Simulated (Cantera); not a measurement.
## Stirred combustor or abatement burner

A perfectly stirred reactor is fed with 13.1 % CO, 1.31 % H2, 18.0 % O2, 67.6 % N2, equivalence ratio 0.40, at 1.78 atm; it is adiabatic with a 475 K inlet, and is followed from long to short residence time, starting on the burning branch (τ in s: 0.039, 0.019, 0.0094, 0.0046, 0.0023, 0.0011, 0.00055, 0.00027, 0.00013, 6.5e-05, 3.2e-05).

Cantera simulation using GRI-Mech 3.0 (53 species, 325 reactions); the numbers are that mechanism's predictions, not measurements.

| τ (s) | T (K) | x CO | x H2 | x O2 | x CO2 | x O | x H2O2 |
|---|---|---|---|---|---|---|---|
| 0.039 | 1655 | 0.00196 | 3.25e-5 | 0.117 | 0.139 | 0.000472 | 7.90e-8 |
| 0.019 | 1644 | 0.00316 | 5.08e-5 | 0.118 | 0.137 | 0.000739 | 1.11e-7 |
| 0.0094 | 1627 | 0.00502 | 7.80e-5 | 0.118 | 0.135 | 0.00113 | 1.56e-7 |
| 0.0046 | 1599 | 0.00807 | 0.000119 | 0.119 | 0.132 | 0.00168 | 2.26e-7 |
| 0.0023 | 1557 | 0.0130 | 0.000178 | 0.121 | 0.127 | 0.00236 | 3.37e-7 |
| 0.0011 | 1475 | 0.0231 | 0.000281 | 0.125 | 0.116 | 0.00299 | 5.85e-7 |
| 0.00055 | 475 | 0.131 | 0.0131 | 0.180 | <1e-12 | <1e-12 | <1e-12 |
| 0.00027 | 475 | 0.131 | 0.0131 | 0.180 | <1e-12 | <1e-12 | <1e-12 |
| 0.00013 | 475 | 0.131 | 0.0131 | 0.180 | <1e-12 | <1e-12 | <1e-12 |
| 6.5e-5 | 475 | 0.131 | 0.0131 | 0.180 | <1e-12 | <1e-12 | <1e-12 |
| 3.2e-5 | 475 | 0.131 | 0.0131 | 0.180 | <1e-12 | <1e-12 | <1e-12 |
x: mole fraction; the columns are a selection and need not sum to one.
